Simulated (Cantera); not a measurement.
Charge: 1 mol Si, 0.021 mol N₂O, 340 mol H₂, held at 1250 °C and 16000 Pa.

Equilibrium computed with Cantera from the NASA thermochemical tables; the gas is ideal and each condensed phase is pure. Candidate condensed phases: H₂O, Si, SiO₂, Si₂N₂O, Si₃N₄; 35 gas species. The numbers say what is thermodynamically allowed, not how fast it happens.

Base state: H₂ 1.000, N₂ 6.17e-5, SiO 6.17e-5, H 5.78e-5 (mole fractions); condensed: Si(s).

**Question.** What changes in the equilibrium state with this change: N₂O from 0.021 to 3.7 mol?

**Answer.** 
| species | before | after |
|---|---|---|
| H₂ | 1.000 | 0.984 |
| N₂ | 6.17e-5 | 0.0108 |
| H₂O | 5.32e-8 | 0.00495 |
| SiO | 6.17e-5 | 4.10e-6 |
| H | 5.78e-5 | 5.73e-5 |
| Si(s), mol | 0.978 | 0 |
| SiO₂(β-quartz), mol | 0 | 0.999 |
The tables hold silica as quartz up to 1696 K and as liquid above; real silica turns to tridymite and cristobalite and melts near 1996 K.
